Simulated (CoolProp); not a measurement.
A single-stage vapour-compression cycle with carbonyl sulfide: evaporating at 193.15 K (dew point), condensing at 243.15 K (bubble point), superheat 0 K, subcooling 8 K, compressor efficiency 0.9, no pressure losses. Each further row changes one setting.

Computed with CoolProp (reference Helmholtz-energy equation of state, Lemmon 2006). It is a short technical equation, of lower accuracy than the large ones.

```tsv
case	cooling COP	pressure ratio	discharge temperature (K)	refrigerating effect (kJ/kg)	volumetric capacity (kJ/m³)
as stated	…	11.9	342.2	279	209
evaporating temperature 198.15 K	…	8.70	…	281	282
condensing temperature 238.15 K	3.27	…	…	285	214
subcooling 13 K	…	11.9	342.2	285	214
superheat 10 K	…	11.9	356.4	285	203
compressor efficiency 0.8	2.56	11.9	358.4	279	209
```

**Question.** Complete the blanks.

**Answer.** 
- as stated, cooling COP: 2.88
- evaporating temperature 198.15 K, cooling COP: 3.38
- evaporating temperature 198.15 K, discharge temperature (K): 327.7
- condensing temperature 238.15 K, pressure ratio: 9.77
- condensing temperature 238.15 K, discharge temperature (K): 328.6
- subcooling 13 K, cooling COP: 2.94
- superheat 10 K, cooling COP: 2.81
